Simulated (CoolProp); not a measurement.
A Linde-Hampson liquefier for oxygen: isothermal reversible compression at 290 K from 1 atm to 10 MPa, throttling to 1 atm, return gas leaving the recuperator 10 K below the feed. Each further row changes one setting.

The numbers come from the reference Helmholtz-energy equation of state, Schmidt 1985 in CoolProp.

```csv
case,liquid yield per pass,compression work (kJ/kg of gas)
as stated,0.041,341
high pressure 20 MPa,0.095,390
warm-end temperature 320 K,0.027,379
warm-end gap 15 K,0.030,341
```

Above 300 K oxygen's equation is extrapolated.
